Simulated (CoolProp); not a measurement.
A simple Rankine cycle with n-butane: condensing at 306.15 K, boiler at 1.14 MPa, turbine inlet 508.7 K, turbine efficiency 0.6, pump efficiency 0.7, no recuperator. Each further row changes one setting.

Values from CoolProp's reference Helmholtz-energy equation of state, Bücker 2006.

```csv
case,thermal efficiency (%),net work (kJ/kg),heat in (kJ/kg),turbine exit temperature (K),volume ratio over the turbine
as stated,6.4,50.7,789,483.8,3.64
turbine inlet 528.7 K,6.3,53.1,843,503.9,3.63
condensing temperature 298.15 K,7.4,60.0,809,479.6,4.61
boiler pressure 0.798 MPa,4.8,37.8,795,491.0,2.54
turbine efficiency 0.5,5.3,41.9,789,487.3,3.67
```
